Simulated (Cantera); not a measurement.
What does this Cantera script print?

```python
import numpy as np
import cantera as ct

gas_names = """
    AL ALN AL2 N N2
""".split()
cond_names = """
    AL(cr) AL(L) ALN(s)
""".split()


# ... load() reads the species with a 1 bar reference pressure and builds the phases ...
atoms = {
    'AlN': {'AL': 1, 'N': 1},
    'N2': {'N': 2},
}
top_T = {'ALN(s)': 2750}  # K; cautious upper limits of use, not melting points


# ... equilibrate(T, P, feed) seeds the gas with the atoms and calls Mixture.equilibrate('TP', solver="vcs", rtol=1e-11, max_steps=5000) ...
results = []
P = 100000  # Pa
for T in [2475, 2500, 2525, 2550, 2575, 2600, 2625, 2650, 2675, 2700, 2725, 2750, 2775, 2800]:
    for m in [0.21, 0.3, 0.42, 0.6, 0.86, 1.2, 1.8, 2.5]:
        feed = {'AlN': 1, 'N2': m}  # mol
        mix = equilibrate(T, P, feed)
        results.append((T, P, feed, dict(zip(mix.species_names, mix.species_moles))))

for T, P, feed, n in results:
    print(f"{T:7g} {feed['N2']:10.4g}  " + (" + ".join(c for c in cond_names if n.get(c, 0) > 1e-12) or "gas only"))
```

It prints:

```
   2475       0.21  ALN(s)
   2475        0.3  ALN(s)
   2475       0.42  ALN(s)
   2475        0.6  ALN(s)
   2475       0.86  ALN(s)
   2475        1.2  ALN(s)
   2475        1.8  ALN(s)
   2475        2.5  ALN(s)
   2500       0.21  ALN(s)
   2500        0.3  ALN(s)
   2500       0.42  ALN(s)
   2500        0.6  ALN(s)
   2500       0.86  ALN(s)
   2500        1.2  ALN(s)
   2500        1.8  ALN(s)
   2500        2.5  ALN(s)
   2525       0.21  ALN(s)
   2525        0.3  ALN(s)
   2525       0.42  ALN(s)
   2525        0.6  ALN(s)
   2525       0.86  ALN(s)
   2525        1.2  ALN(s)
   2525        1.8  ALN(s)
   2525        2.5  ALN(s)
   2550       0.21  ALN(s)
   2550        0.3  ALN(s)
   2550       0.42  ALN(s)
   2550        0.6  ALN(s)
   2550       0.86  ALN(s)
   2550        1.2  ALN(s)
   2550        1.8  ALN(s)
   2550        2.5  ALN(s)
   2575       0.21  ALN(s)
   2575        0.3  ALN(s)
   2575       0.42  ALN(s)
   2575        0.6  ALN(s)
   2575       0.86  ALN(s)
   2575        1.2  ALN(s)
   2575        1.8  ALN(s)
   2575        2.5  ALN(s)
   2600       0.21  ALN(s)
   2600        0.3  ALN(s)
   2600       0.42  ALN(s)
   2600        0.6  ALN(s)
   2600       0.86  ALN(s)
   2600        1.2  ALN(s)
   2600        1.8  ALN(s)
   2600        2.5  ALN(s)
   2625       0.21  ALN(s)
   2625        0.3  ALN(s)
   2625       0.42  ALN(s)
   2625        0.6  ALN(s)
   2625       0.86  ALN(s)
   2625        1.2  ALN(s)
   2625        1.8  ALN(s)
   2625        2.5  ALN(s)
   2650       0.21  ALN(s)
   2650        0.3  ALN(s)
   2650       0.42  ALN(s)
   2650        0.6  ALN(s)
   2650       0.86  ALN(s)
   2650        1.2  ALN(s)
   2650        1.8  ALN(s)
   2650        2.5  ALN(s)
   2675       0.21  ALN(s)
   2675        0.3  ALN(s)
   2675       0.42  ALN(s)
   2675        0.6  ALN(s)
   2675       0.86  ALN(s)
   2675        1.2  ALN(s)
   2675        1.8  gas only
   2675        2.5  gas only
   2700       0.21  ALN(s)
   2700        0.3  ALN(s)
   2700       0.42  gas only
   2700        0.6  gas only
   2700       0.86  gas only
   2700        1.2  gas only
   2700        1.8  gas only
   2700        2.5  gas only
   2725       0.21  gas only
   2725        0.3  gas only
   2725       0.42  gas only
   2725        0.6  gas only
   2725       0.86  gas only
   2725        1.2  gas only
   2725        1.8  gas only
   2725        2.5  gas only
   2750       0.21  gas only
   2750        0.3  gas only
   2750       0.42  gas only
   2750        0.6  gas only
   2750       0.86  gas only
   2750        1.2  gas only
   2750        1.8  gas only
   2750        2.5  gas only
   2775       0.21  gas only
   2775        0.3  gas only
   2775       0.42  gas only
   2775        0.6  gas only
   2775       0.86  gas only
   2775        1.2  gas only
   2775        1.8  gas only
   2775        2.5  gas only
   2800       0.21  gas only
   2800        0.3  gas only
   2800       0.42  gas only
   2800        0.6  gas only
   2800       0.86  gas only
   2800        1.2  gas only
   2800        1.8  gas only
   2800        2.5  gas only
```

Method: chemical equilibrium by Gibbs-energy minimisation in Cantera with the NASA 1993 tables (ideal gas, pure condensed phases).
